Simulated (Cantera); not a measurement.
Input: 1 mol AlCl3, 1.4 mol N2O, 2.9 mol H2, at 720 Pa.

Equilibrium computed with Cantera from the NASA thermochemical tables; the gas is ideal and each condensed phase is pure. Candidate condensed phases: Al, AlCl3, AlN, Al2O3, H2O, NH4Cl; 45 gas species. Kinetics and transport are ignored.

Over these rows the condensed part is Al2O3(s). Partial pressures as log10 of bar:

```csv
T (K),1000/T (1/K),log p H2O,log p HCl,log p H2,log p N2,log p AlCl3
1048,0.9542,-7.52,-2.46,-2.73,-2.76,-4.08
1148,0.8711,-7.07,-2.46,-2.73,-2.76,-4.08
1248,0.8013,?,-2.46,-2.73,-2.76,-4.08
1348,0.7418,-6.36,-2.46,-2.73,-2.76,-4.08
1448,0.6906,-6.08,-2.46,-2.73,-2.76,-4.08
1548,0.6460,-5.84,-2.46,-2.73,-2.76,-4.10
```

**Question.** Fit log p(H2O) = a + b·(1000/T) to the five rows, give the apparent enthalpy, and predict the row at 1248 K.

**Answer.** Means: 1000/T = 0.7807, log p = -6.574. Sxy = -0.360673, Sxx = 0.0660497, so b = -5.46 and a = -6.574 − (-5.46)×0.7807 = -2.31.
Apparent enthalpy: −19.145 × (-5.46) = 105 kJ/mol. With the condensed phases at unit activity, 1/3 Al2O3(s) + 2 HCl(g) = H2O(g) + 2/3 AlCl3(g) links this pressure to the main gases: over the six rows their terms move log p by +0.01 in all, so the slope is close to that reaction's ΔH°. The five rows lie within 0.01 of the line.
Prediction at 1248 K: -2.31 + (-5.46)×0.8013 = -6.69. The computed value is -6.68, 0.01 from the line.
